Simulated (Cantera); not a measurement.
A jet of 1.87 % H₂, 5.84 % O₂, 92.3 % N₂, equivalence ratio 0.16 at 300 K and 45000 Pa hits a platinum plate 2.7 cm away at a mass flux of 0.06 kg/m²/s; the plate temperature is set and raised in steps from an oxygen-covered start.

Cantera simulation using Deutschmann's 1995 Pt surface mechanism with GRI-Mech 3.0 gas chemistry; the numbers are that mechanism's predictions, not measurements. Catalytic surfaces can have several steady states; this one follows from the mechanism file's or the stated starting coverage.

One state of this run: wall x H₂ = 0.000779; wall x O₂ = 0.0394; wall x H₂O = 0.0342; wall x OH = <1e-8; θ free Pt = 0.0406; θ O* = 0.955; θ OH* = 0.00480. x: mole fraction at the wall; θ: surface coverage.

Which value of plate T (K) does it belong to?
A. 600
B. 700
C. 750
D. 500

B, 700
